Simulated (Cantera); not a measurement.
Feed: 1 mol Si, 0.78 mol Cl2, a varied amount of H2, at 1098.15 K and 10000 Pa.

Equilibrium computed with Cantera from the NASA thermochemical tables; the gas is ideal and each condensed phase is pure. Candidate condensed phases: Si; 19 gas species. Kinetics and transport are ignored.

Question: What share of the Si ends up in condensed phases as a function of n(H2) (mol), at 1.8, 2.4, 3.2, 4.2, 5.6, 7.5, 10, 13, 18?

Answer: 
```csv
n(H2) (mol),Si condensed (%),as
1.8,60.4,Si(s)
2.4,60.8,Si(s)
3.2,61.2,Si(s)
4.2,61.7,Si(s)
5.6,62.5,Si(s)
7.5,63.4,Si(s)
10,64.6,Si(s)
13,66.0,Si(s)
18,68.1,Si(s)
```
